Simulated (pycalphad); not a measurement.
CALPHAD calculation (pycalphad, COST 507 light-alloy database (1999)), 1 atm. The data set is of 1999 and partly superseded. Amounts are mole fractions of atoms.

### Question
Give the equilibrium state of Al-0.5817Si-7.02Fe (wt.%) at 1050 K.

### Answer
LIQUID, fraction 0.955, with 0.61 Si, 5.2 Fe wt.%; AL13FE4, fraction 0.045, with 0.07 Si, 39.3 Fe wt.%.

### Question
Give the equilibrium state of Al-0.5817Si-7.02Fe (wt.%) at 530 K.

### Answer
```
T = 530.00 K, P = 101325 Pa, N = 1 mol of atoms
G = -20723 J/mol, H = 1717 J/mol, S = 42.34 J/(mol K)  (SER reference)
chemical potentials (J/mol): Al -16849, Si -21143, Fe -126201
phase             fraction      x(Al)      x(Si)      x(Fe)
FCC_A1              0.8350     1.0000   2.85e-05   1.61e-07
AL13FE4             0.0850     0.7647      6e-06     0.2353
ALFESI_ALPHA        0.0799     0.7378     0.0722     0.1900
```

Database names, with the compositions (at.%) that they take in these runs: AL13FE4: Al 76 Fe 24; ALFESI_ALPHA: Al 74 Fe 19 Si 7. FCC_A1 is fcc.
